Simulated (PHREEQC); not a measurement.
Solution (25 °C): 0.074 mol/kgw HF, 5.5e-05 mol/kgw (NH4)2SiF6, 0.0014 mol/kgw H3AsO4 and 0.014 mol/kgw H2SO4. Closed to the air; pH follows from the charge balance.

All values are PHREEQC results (ion-association model, wateq4f.dat), not measurements.

Q: The ionic strength comes out as 0.0296 mol/kgw. What activity coefficients do NH4+, SO4-2, HF2-, H+, H2AsO4- get?

A: NH4+ 0.85, SO4-2 0.53, HF2- 0.85, H+ 0.87, H2AsO4- 0.85.

This is a speciation only: nothing precipitates in the calculation. wateq4f.dat counts part of the HF as a dimer, H2F2, which phreeqc.dat doesn't know; its constant is uncertain. SiF6-2 is the database's only silicon fluoride.
